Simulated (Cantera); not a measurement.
A closed system holds: 1 mol Si, 6.6 mol HBr, equilibrated at 26.0 Pa.

Equilibrium computed with Cantera from the NASA thermochemical tables; the gas is ideal and each condensed phase is pure. Candidate condensed phases: Br2, Si; 19 gas species. The numbers say what is thermodynamically allowed, not how fast it happens.

Q: At 673 K, list the 3 most abundant gas species with their mole fractions, and the condensed phases.

A: HBr 0.464, H2 0.357, SiBr4 0.179. Condensed: gas only.
